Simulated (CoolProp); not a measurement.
Vapour-liquid equilibrium of R125 (1) + R236FA (2) at 3.16 bar; x and y are mole fractions of (1).

Values from CoolProp's multi-fluid Helmholtz-energy mixture model, Lemmon 2005 and Pan 2012; pair parameters Bell 2016.

```csv
x,bubble temperature (°C),y at the bubble point,dew temperature at overall composition x (°C),liquid density (mol/L)
0.05,24.5,0.180,28.2,9.018
0.125,17.8,0.388,26.1,9.275
0.2,11.9,0.539,23.9,9.520
0.275,6.7,0.650,21.6,9.753
0.35,2.2,0.734,19.1,9.979
0.425,-1.8,0.797,16.4,10.20
0.5,-5.3,0.846,13.5,10.41
0.575,-8.5,0.884,10.3,10.62
0.65,-11.3,0.915,6.8,10.83
0.725,-13.9,0.940,2.7,11.03
0.8,-16.3,0.960,-2.0,11.24
0.875,-18.4,0.977,-7.7,11.44
0.95,-20.5,0.992,-15.0,11.64
```

No azeotrope shows between x = 0.05 and 0.95.

Pair parameters are fitted to limited data, so mixtures are less certain than the pure fluids.
